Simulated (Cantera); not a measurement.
Input (Python, Cantera):

```python
import numpy as np
import cantera as ct

gas = ct.Solution("gri30.yaml")
gas.TPX = 500, 1900000, {'CH4': 1, 'C2H6': 0.12, 'O2': 1.86, 'N2': 7}
inlet = ct.Reservoir(gas, clone=True)
gas.equilibrate("HP")  # start burning
reactor = ct.IdealGasConstPressureReactor(gas, energy="on", clone=False)
exhaust = ct.Reservoir(gas, clone=True)
tau = [0.029, 0.013, 0.0057, 0.0025, 0.0011, 0.00049, 0.00022, 9.7e-05, 4.3e-05, 1.9e-05][0]
for a, b in ((inlet, reactor), (reactor, exhaust)):
    ct.MassFlowController(a, b, mdot=lambda t: reactor.mass / tau)
net = ct.ReactorNet([reactor])
show = ['CH4', 'C2H6', 'O2', 'CH3', 'CO']

rows = []
print(f"{'tau/s':>10s}{'T/K':>9s}" + "".join(f"{s:>11s}" for s in show))
for tau in [0.029, 0.013, 0.0057, 0.0025, 0.0011, 0.00049, 0.00022, 9.7e-05, 4.3e-05, 1.9e-05]:
    net.initial_time = 0.0
    net.advance(30 * tau)
    before = gas.X
    net.advance(40 * tau)
    drift = np.max(np.abs(gas.X - before) / (gas.X + 1e-9))
    rows.append([gas.T, *gas[show].X, drift])
    print(f"{tau:10.3e}{gas.T:9.1f}" + "".join(f"{x:11.3e}" for x in gas[show].X))
```

Result:

```
     tau/s      T/K        CH4       C2H6         O2        CH3         CO
 2.900e-02   2210.0  1.174e-04  5.535e-08  4.886e-05  1.656e-05  6.399e-02
 1.300e-02   2209.6  2.282e-04  1.335e-07  1.015e-04  3.363e-05  6.379e-02
 5.700e-03   2209.1  4.371e-04  3.443e-07  2.169e-04  6.769e-05  6.338e-02
 2.500e-03   2207.8  7.883e-04  9.126e-07  4.612e-04  1.296e-04  6.264e-02
 1.100e-03   2204.4  1.305e-03  2.389e-06  9.627e-04  2.314e-04  6.155e-02
 4.900e-04   2195.8  1.980e-03  5.997e-06  1.946e-03  3.820e-04  6.036e-02
 2.200e-04   2176.5  2.868e-03  1.493e-05  3.866e-03  5.935e-04  5.957e-02
 9.700e-05   2131.4  4.366e-03  4.252e-05  8.108e-03  8.967e-04  5.975e-02
 4.300e-05    500.0  1.002e-01  1.202e-02  1.864e-01  6.903e-21  1.458e-15
 1.900e-05    500.0  1.002e-01  1.202e-02  1.864e-01  2.873e-21 -1.088e-19
```

Computed with Cantera and GRI-Mech 3.0 (53 species, 325 reactions). The pressure lies above the range GRI-Mech 3.0 was tuned for (to about 10 atm).
